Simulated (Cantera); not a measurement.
Input: 1 mol CH₃Cl, 0.87 mol H₂, held at 0.150 bar.

Method: chemical equilibrium by Gibbs-energy minimisation in Cantera with the NASA 1993 tables (ideal gas, pure condensed phases). Candidate condensed phases: C, C₆H₆, C₇H₈, C₈H₁₈; 91 gas species. Rates play no part.

### Question
At 900 °C, list the 3 most abundant gas species with their mole fractions, and the condensed phases.

### Answer
H₂ 0.650, HCl 0.349, CH₄ 0.00123. Condensed: C(graphite).
